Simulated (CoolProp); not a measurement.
Vapour-liquid equilibrium of dimethyl carbonate (1) + n-heptane (2) at 0.0104 MPa; x and y are mole fractions of (1).

Model: multi-fluid Helmholtz-energy mixture model, Zhou 2011 and Span 2003; pair parameters Bell 2016, in CoolProp.

```
x     bubble temperature (K)  y at the bubble point  dew temperature at overall composition x (K)  liquid density (mol/L)
----  ----------------------  ---------------------  --------------------------------------------  ----------------------
0.05                   304.7                  0.232                                         308.4                   6.869
0.2                    298.7                  0.486                                         305.4                   7.398
0.35                   297.2                  0.553                                         302.0                   7.965
0.5                    297.0                  0.568                                         298.4                   8.616
0.65                   297.0                  0.570                                         298.5                   9.384
0.8                    297.4                  0.593                                         301.6                   10.30
0.95                   301.1                  0.776                                         304.4                   11.34
```

y crosses x between x = 0.5 and 0.65: the model has an azeotrope there.

The pair parameters rest on a limited set of measurements; away from them the model extrapolates.
